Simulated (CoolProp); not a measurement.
Vapour pressure (kPa) of CH3F (R41): the reference equation beside estimates from Tc = 317.3 K, pc = 5906 kPa, ω = 0.200.

Values from CoolProp's reference Helmholtz-energy equation of state, Lemmon 2006. It is a short technical equation, of lower accuracy than the large ones.

```
T (K)  reference  Soave-Redlich-Kwong  Peng-Robinson
-----  ---------  -------------------  -------------
164        12.91                11.55          12.27
166.9      16.26                14.68          15.51
169.8      20.30                18.48          19.43
172.7      25.14                23.07          24.13
175.6      30.87                28.55          29.73
178.6      37.89                35.30          36.59
181.5      45.85                43.01          44.40
184.4      55.11                52.03          53.51
187.3      65.82                62.52          64.07
190.2      78.13                74.64          76.24
193.1      92.21                88.57          90.19
196        108.2                104.5          106.1
199        127.1                123.3          124.8
201.9      147.6                143.9          145.3
```

Absolute difference from the reference over all 14 rows, mean and median: Soave-Redlich-Kwong 6.1 and 5.9 %, Peng-Robinson 3.1 and 3.0 %.
